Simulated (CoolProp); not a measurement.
Vapour-liquid equilibrium of R125 (1) + dimethyl ether (2) at 0.425 MPa; x and y are mole fractions of (1).

The numbers come from the multi-fluid Helmholtz-energy mixture model, Lemmon 2005 and Wu 2011; pair parameters Bell 2016 in CoolProp.

| x | bubble temperature, mixture model (°C) | bubble temperature, Raoult's law (°C) | y, mixture model | y, Raoult's law |
|---|---|---|---|---|
| 0.05 | 13.3 | 11.9 | 0.071 | 0.113 |
| 0.15 | 11.6 | 7.9 | 0.212 | 0.302 |
| 0.25 | 9.6 | 4.4 | 0.352 | 0.452 |
| 0.35 | 7.2 | 1.2 | 0.488 | 0.574 |
| 0.45 | 4.5 | -1.6 | 0.616 | 0.674 |
| 0.55 | 1.3 | -4.2 | 0.730 | 0.757 |
| 0.65 | -2.1 | -6.6 | 0.827 | 0.827 |
| 0.75 | -5.7 | -8.8 | 0.901 | 0.886 |
| 0.85 | -9.1 | -10.9 | 0.954 | 0.937 |
| 0.95 | -12.3 | -12.8 | 0.989 | 0.980 |

The largest gap from Raoult's law is +6.1 K in bubble temperature, at x = 0.45. No azeotrope shows between x = 0.05 and 0.95.

The pair parameters rest on a limited set of measurements; away from them the model extrapolates.
